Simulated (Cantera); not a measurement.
Feed: 1 mol SiH4, 15 mol H2O, 1.1 mol N2, held at 98.0 Pa.

Cantera equilibrium calculation (NASA polynomials, part measured and part estimated; ideal gas, pure solids and liquids). Candidate condensed phases: H2O, Si, SiO2, Si2N2O, Si3N4; 35 gas species. The numbers say what is thermodynamically allowed, not how fast it happens.

### Question
At 600 K, list the 3 most abundant gas species with their mole fractions, and the condensed phases.

### Answer
H2O 0.718, H2 0.221, N2 0.0608. Condensed: SiO2(α-quartz).
